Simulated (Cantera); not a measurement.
## Low-pressure radical oxidation in H2/O2

A perfectly stirred reactor is fed with 33.3 % H2, 66.7 % O2, equivalence ratio 0.25, at 8.25 Torr; it is held at 1073 K, and followed from long to short residence time.

Computed with Cantera and the H2/O2 subset of GRI-Mech 3.0, which has no nitrogen chemistry. Radical loss at walls, strong at low pressure, is not modelled. The temperature is held fixed by assumption; the heat of reaction is taken as removed at once.

| τ (s) | x H2 | x O2 | x H | x H2O2 | x OH |
|---|---|---|---|---|---|
| 13 | 0.000347 | 0.599 | 6.77e-5 | 4.34e-7 | 0.000701 |
| 4.3 | 0.000710 | 0.599 | 0.000205 | 5.55e-7 | 0.00102 |
| 1.4 | 0.00145 | 0.598 | 0.000628 | 6.65e-7 | 0.00150 |
| 0.47 | 0.00286 | 0.597 | 0.00185 | 7.36e-7 | 0.00218 |
| 0.16 | 0.00551 | 0.593 | 0.00534 | 7.53e-7 | 0.00318 |
| 0.052 | 0.0107 | 0.586 | 0.0155 | 7.02e-7 | 0.00464 |
| 0.017 | 0.0199 | 0.574 | 0.0408 | 5.90e-7 | 0.00650 |
| 0.0057 | 0.0348 | 0.557 | 0.0828 | 4.73e-7 | 0.00827 |
| 0.0019 | 0.0621 | 0.552 | 0.115 | 4.26e-7 | 0.00959 |
x: mole fraction; the columns are a selection and need not sum to one.
